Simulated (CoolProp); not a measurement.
Values from CoolProp's reference Helmholtz-energy equation of state, Smukala 2000.

Q: For ethylene, give the phase and the cp (kJ/(kg K)), speed of sound (m/s) at 205.8 K and 0.00797 MPa; 205.8 K and 0.0543 MPa; 205.8 K and 0.701 MPa.

A: 
- 205.8 K and 0.00797 MPa: gas; cp 1.27, speed of sound 282
- 205.8 K and 0.0543 MPa: gas; cp 1.29, speed of sound 280
- 205.8 K and 0.701 MPa: liquid; cp 2.57, speed of sound 1020
